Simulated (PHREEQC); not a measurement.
# Acid rinse or clean with metal-bearing waste water (model solution)

Solution A (8.8 mmol/kgw HBr and 5.3 mmol/kgw MgCl2) is mixed with solution B (7.4 mmol/kgw CdCl2, 1.6 mmol/kgw MgSO4 and 1.3 mmol/kgw H2SO4) at 80 °C; shares are by mass of water, 1 kg in all. Oxygen is held at 0.21 atm. No CO2 enters from the air. The run lets Brucite, Cd(OH)2, CdOHCl, Epsomite precipitate or redissolve, and no other solid.

Equilibrium calculation in PHREEQC: ion-association model, wateq4f.dat.

Predict pH, Mg+2 (mol/kgw), Cd+2 (mol/kgw) at share of solution B = 0, 0.2, 0.9, 1.


```
share of solution B    pH  Mg+2 (mol/kgw)  Cd+2 (mol/kgw)
-------------------  ----  --------------  --------------
0                    2.12         0.00530               0
0.2                  2.20         0.00441        0.000706
0.9                  2.65         0.00157         0.00353
1                    2.76         0.00122         0.00396
```

At this temperature some constants are extrapolated from 25 °C, and those without enthalpy data are left unchanged.
